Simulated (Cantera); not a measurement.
Hydrocarbon pyrolysis for carbon deposition

A perfectly stirred reactor is fed with CH4 : H2 = 1 : 9.9 (molar parts), at 0.0148 atm; it is held at 2023 K, and followed from long to short residence time.

Detailed kinetics in Cantera: GRI-Mech 3.0 (53 species, 325 reactions). GRI-Mech 3.0 stops at C3 and has no aromatics, soot or wall deposition, so with more carbon than oxygen in the feed, carbon stays in small species such as C2H2 where larger ones or solid carbon would form. Radical loss at walls, strong at low pressure, is not modelled.

| τ (s) | x CH4 | x H2 | x C2H2 | x C2H6 | x C2H4 |
|---|---|---|---|---|---|
| 6.9 | 0.000834 | 0.945 | 0.0412 | 8.28e-9 | 4.40e-6 |
| 3.5 | 0.00132 | 0.945 | 0.0410 | 1.91e-8 | 5.33e-6 |
| 1.7 | 0.00220 | 0.946 | 0.0405 | 4.79e-8 | 7.42e-6 |
| 0.86 | 0.00361 | 0.946 | 0.0398 | 1.15e-7 | 1.17e-5 |
| 0.43 | 0.00595 | 0.946 | 0.0386 | 2.75e-7 | 2.09e-5 |
| 0.21 | 0.00981 | 0.945 | 0.0366 | 6.52e-7 | 4.11e-5 |
| 0.11 | 0.0150 | 0.942 | 0.0339 | 1.35e-6 | 7.70e-5 |
| 0.053 | 0.0235 | 0.938 | 0.0296 | 2.87e-6 | 0.000152 |
| 0.027 | 0.0340 | 0.932 | 0.0242 | 5.25e-6 | 0.000268 |
| 0.013 | 0.0482 | 0.925 | 0.0172 | 8.83e-6 | 0.000442 |
| 0.0066 | 0.0627 | 0.918 | 0.0102 | 1.19e-5 | 0.000597 |
x: mole fraction; the columns are a selection and need not sum to one.
